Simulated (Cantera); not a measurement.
**Reactions in the system H-O-Ti**

Standard-state values (1 bar) from the NASA 1993 polynomials, evaluated with Cantera. Values are per mole of reaction as written; species without (g) are pure solids or liquids, kept so even where they would boil at 1 bar.

2 Ti2O3 = 4 TiO(g) + O2(g)

```json
[
 {"T (K)": "300", "ΔH° (kJ)": "3259.2", "ΔS° (J/K)": "983.7", "ΔG° (kJ)": "2964.0", "log10 K": "-516.07"},
 {"T (K)": "873", "ΔH° (kJ)": "3206.3", "ΔS° (J/K)": "890.8", "ΔG° (kJ)": "2428.6", "log10 K": "-145.31"},
 {"T (K)": "923", "ΔH° (kJ)": "3201.0", "ΔS° (J/K)": "884.9", "ΔG° (kJ)": "2384.2", "log10 K": "-134.93"},
 {"T (K)": "973", "ΔH° (kJ)": "3195.7", "ΔS° (J/K)": "879.3", "ΔG° (kJ)": "2340.1", "log10 K": "-125.63"},
 {"T (K)": "1023", "ΔH° (kJ)": "3190.4", "ΔS° (J/K)": "874.0", "ΔG° (kJ)": "2296.3", "log10 K": "-117.25"},
 {"T (K)": "1073", "ΔH° (kJ)": "3185.0", "ΔS° (J/K)": "868.9", "ΔG° (kJ)": "2252.7", "log10 K": "-109.66"},
 {"T (K)": "1123", "ΔH° (kJ)": "3179.6", "ΔS° (J/K)": "863.9", "ΔG° (kJ)": "2209.4", "log10 K": "-102.77"},
 {"T (K)": "1173", "ΔH° (kJ)": "3174.2", "ΔS° (J/K)": "859.2", "ΔG° (kJ)": "2166.3", "log10 K": "-96.47"},
 {"T (K)": "1223", "ΔH° (kJ)": "3168.7", "ΔS° (J/K)": "854.6", "ΔG° (kJ)": "2123.5", "log10 K": "-90.69"}
]
```

2 Ti3O5 + H2O(g) = 2 OH(g) + 3 Ti2O3

```json
[
 {"T (K)": "300", "ΔH° (kJ)": "676.5", "ΔS° (J/K)": "152.6", "ΔG° (kJ)": "630.7", "log10 K": "-109.81"},
 {"T (K)": "873", "ΔH° (kJ)": "677.1", "ΔS° (J/K)": "139.4", "ΔG° (kJ)": "555.4", "log10 K": "-33.23"},
 {"T (K)": "923", "ΔH° (kJ)": "679.4", "ΔS° (J/K)": "142.0", "ΔG° (kJ)": "548.3", "log10 K": "-31.03"},
 {"T (K)": "973", "ΔH° (kJ)": "681.6", "ΔS° (J/K)": "144.3", "ΔG° (kJ)": "541.2", "log10 K": "-29.05"},
 {"T (K)": "1023", "ΔH° (kJ)": "683.7", "ΔS° (J/K)": "146.4", "ΔG° (kJ)": "533.9", "log10 K": "-27.26"},
 {"T (K)": "1073", "ΔH° (kJ)": "685.5", "ΔS° (J/K)": "148.2", "ΔG° (kJ)": "526.5", "log10 K": "-25.63"},
 {"T (K)": "1123", "ΔH° (kJ)": "687.2", "ΔS° (J/K)": "149.7", "ΔG° (kJ)": "519.1", "log10 K": "-24.14"},
 {"T (K)": "1173", "ΔH° (kJ)": "688.7", "ΔS° (J/K)": "151.0", "ΔG° (kJ)": "511.6", "log10 K": "-22.78"},
 {"T (K)": "1223", "ΔH° (kJ)": "690.0", "ΔS° (J/K)": "152.1", "ΔG° (kJ)": "504.0", "log10 K": "-21.53"}
]
```
